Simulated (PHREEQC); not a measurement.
Solution (25 °C): 0.00058 mol/kgw Li2CO3. Closed to the air; pH follows from the charge balance.

Equilibrium calculation in PHREEQC: Pitzer model, pitzer.dat.

Each row changes one thing in this solution. No solid was allowed to form.

| case | pH | ionic strength (mol/kgw) |
|---|---|---|
| as made | 10.38 | 0.00148 |
| 0.00019 mol/kgw NaOH added | 10.56 | 0.00173 |
| diluted 2-fold with water | 10.19 | 0.000707 |
| 3.5e-05 mol/kgw NaCl added | 10.38 | 0.00152 |
| Li2CO3 from 0.00058 to 0.000116 mol/kgw | 9.91 | 0.000265 |
| diluted 10-fold with water | 9.67 | 0.000127 |
| Li2CO3 replaced by Li2SO4 at the same molality | 7.01 | 0.00174 |
| Li2CO3 replaced by LiBr at the same molality | 7.00 | 0.000580 |
